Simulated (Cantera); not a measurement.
Charge: 1 mol HMDSO, 0.23 mol O₃, 17 mol N₂, at 1573 K and 10.0 mbar.

Method: chemical equilibrium by Gibbs-energy minimisation in Cantera with the NASA 1993 tables (ideal gas, pure condensed phases). Candidate condensed phases: C, C₆H₆, C₇H₈, C₈H₁₈, H₂O, Si, SiC, SiO₂, Si₂N₂O, Si₃N₄; 151 gas species. The feed counts by its element totals alone. Kinetics and transport are ignored.

Base state: N₂ 0.613, H₂ 0.324, CO 0.0609, HCN 0.000770, H 0.000232, SiO 0.000160, HNC 1.63e-5 (mole fractions); condensed: C(graphite) + SiC(s).

**Question.** What changes in the equilibrium state with this change: HMDSO replaced by Si₂H₆?

**Answer.** 
```
species             before     after
----------------  --------  --------
N₂                   0.613     0.841
H₂                   0.324     0.159
H                 0.000232  0.000162
CO                  0.0609         0
SiO               0.000160  0.000132
HCN               0.000770         0
HNC                1.63e-5         0
C(graphite), mol      2.30         0
SiC(s), mol           2.00         0
Si₂N₂O(s), mol           0     0.688
Si₃N₄(s), mol            0     0.207
```
Mutual solubility and eutectic melting of coexisting phases are not modelled.

**Question.** What changes in the equilibrium state with this change: O₃ from 0.23 to 0.061 mol?

**Answer.** 
```
species             before     after
----------------  --------  --------
N₂                   0.613     0.625
H₂                   0.324     0.331
CO                  0.0609    0.0434
SiO               0.000160  0.000114
HCN               0.000770  0.000785
HNC                1.63e-5   1.66e-5
H                 0.000232  0.000234
C(graphite), mol      2.30      2.80
SiC(s), mol           2.00      2.00
```

**Question.** What changes in the equilibrium state with this change: temperature from 1573 K to 1148.15 K?

**Answer.** 
```
species             before    after
----------------  --------  -------
N₂                   0.613    0.623
H₂                   0.324    0.350
CO                  0.0609   0.0269
SiO               0.000160  2.46e-9
H                 0.000232  4.25e-7
HNC                1.63e-5  7.24e-8
HCN               0.000770  1.91e-5
CH₄                1.93e-6  2.92e-5
C(graphite), mol      2.30     5.31
SiC(s), mol           2.00        0
Si₂N₂O(s), mol           0     1.00
```
N₂ is the only nitrogen source here; it is nearly inert below about 1500 K, so the nitride shown seldom forms there in practice.
